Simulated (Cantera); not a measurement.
Input: 1 mol AlN, 6.7 mol Cl₂, 95 mol H₂, held at 773 K and 0.0560 bar.

These are equilibrium values from Cantera (NASA tables, ideal gas, pure condensed phases), not measurements of a reactor. Candidate condensed phases: Al, AlCl₃, AlN, NH₄Cl; 20 gas species. Rates play no part.

Base state: H₂ 0.883, HCl 0.102, AlCl₃ 0.00977, N₂ 0.00491, Al₂Cl₆ 3.33e-5, NH₃ 1.29e-5 (mole fractions); condensed: gas only.

Q: What changes in the equilibrium state with this change: 1.2 mol H₂O added?

A: 
```json
[
 {"species": "H₂", "before": "0.883", "after": "0.869"},
 {"species": "HCl", "before": "0.102", "after": "0.124"},
 {"species": "N₂", "before": "0.00491", "after": "0.00483"},
 {"species": "AlCl₃", "before": "0.00977", "after": "0.00193"},
 {"species": "Al₂Cl₆", "before": "3.33e-5", "after": "1.30e-6"},
 {"species": "NH₃", "before": "1.29e-5", "after": "1.25e-5"},
 {"species": "Al₂O₃(s), mol", "before": "0", "after": "0.400"}
]
```
Condensed phases not in the tables: AlOCl. Further candidate phases: Al₂O₃, H₂O.
